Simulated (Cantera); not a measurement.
Input: 1 mol Si3N4, 0.72 mol H2O, held at 1575 K and 4.30 Pa.

These are equilibrium values from Cantera (NASA tables, ideal gas, pure condensed phases), not measurements of a reactor. Candidate condensed phases: H2O, Si, SiO2, Si2N2O, Si3N4; 35 gas species. Rates play no part.

Base state: N2 0.580, SiO 0.209, H2 0.207, H 0.00289, Si 0.00134, Si2N 1.03e-5 (mole fractions); condensed: Si(s).

Task: What changes in the equilibrium state with this change: pressure from 4.30 Pa to 73.0 Pa?

Result: 
```tsv
species	before	after
H2	0.207	0.727
N2	0.580	0.264
SiO	0.209	0.00671
Si	0.00134	7.86e-5
Si2N	1.03e-5	1.69e-6
Si(s), mol	2.28	0.0287
Si2N2O(s), mol	0	0.713
Si3N4(s), mol	0	0.513
```
Mutual solubility and eutectic melting of coexisting phases are not modelled.

Task: What changes in the equilibrium state with this change: 0.25 mol HCl added?

Result: 
```csv
species,before,after
N2,0.580,0.540
H2,0.207,0.211
SiO,0.209,0.195
HCl,0,0.0326
SiCl2,0,0.0171
Cl,0,0.000358
SiCl,0,0.000247
SiCl3,0,1.26e-5
Si2N,1.03e-5,9.97e-6
H,0.00289,0.00291
"Si(s), mol",2.28,2.21
```
The tables' values for SiCl, SiCl3 are old estimates; treat these amounts as uncertain. Further candidate phases: NH4Cl.
